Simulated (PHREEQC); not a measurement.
1.4 g of hydrous ferric oxide (600 m²/g; 0.2 weak and 0.005 strong sites per Fe, Dzombak-Morel constants, diffuse double layer) in 1 kg of water with 0.001 mol/kgw of an inert sodium salt and 4.8e-05 mol NiCl2, 6.6e-05 mol PbCl2 and 0.00019 mol MgCl2, at 25 °C; the pH is set by adding NaOH or the inert anion's acid. O2 is buffered at 0.21 atm. CO2 from the air is kept out. Precipitation was switched off in this run.

The series has 17 steps of pH, from 4 to 10.

All values are PHREEQC results (ion-association model, wateq4f.dat), not measurements.

Task: Near which pH is half of the Ni sorbed, and on which side is more sorbed?

Result: Near pH 6.5, with more sorbed at higher pH.

Task: Near which pH is half of the Mg sorbed, and on which side is more sorbed?

Result: Near pH 7.8, with more sorbed at higher pH.
